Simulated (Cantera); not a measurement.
Charge: 1 mol S, 0.031 mol SO2, 0.55 mol H2, 0.1 mol H2O, at 3398.15 K and 1.50 bar.

Method: chemical equilibrium by Gibbs-energy minimisation in Cantera with the NASA 1993 tables (ideal gas, pure condensed phases). Candidate condensed phases: H2O, H2SO4, S; 19 gas species. Kinetics and transport are ignored.

Base state: H2 0.251, S 0.221, H 0.190, S2 0.146, SH 0.0834, SO 0.0629, H2O 0.0236, OH 0.00779 (mole fractions); condensed: gas only.

Task: What changes in the equilibrium state with this change: temperature from 3398.15 K to 1900 K?

Result: 
```tsv
species	before	after
S2	0.146	0.380
H2	0.251	0.284
H2S	0.00740	0.169
S	0.221	0.000804
H	0.190	0.000345
SO	0.0629	0.00251
H2O	0.0236	0.141
SH	0.0834	0.0186
O	0.00348	1.28e-8
O2	0.000127	2.78e-9
OH	0.00779	1.41e-5
S2O	0.000602	0.00133
SO2	0.00336	0.00283
```

Task: What changes in the equilibrium state with this change: H2O from 0.1 to 0.039 mol?

Result: 
```tsv
species	before	after
H2	0.251	0.244
S	0.221	0.236
H	0.190	0.188
S2	0.146	0.167
SO	0.0629	0.0440
H2O	0.0236	0.0150
SH	0.0834	0.0882
O2	0.000127	5.39e-5
SO2	0.00336	0.00153
OH	0.00779	0.00501
O	0.00348	0.00227
S2O	0.000602	0.000451
```

Task: What changes in the equilibrium state with this change: pressure from 1.50 bar to 10.0 mbar?

Result: 
```csv
species,before,after
H,0.190,0.509
S,0.221,0.406
O,0.00348,0.0527
H2,0.251,0.0120
H2O,0.0236,0.000114
S2,0.146,0.00328
SH,0.0834,0.00274
SO,0.0629,0.0117
H2S,0.00740,4.33e-6
S2O,0.000602,1.37e-6
SO2,0.00336,6.30e-5
OH,0.00779,0.00210
O2,0.000127,0.000194
```
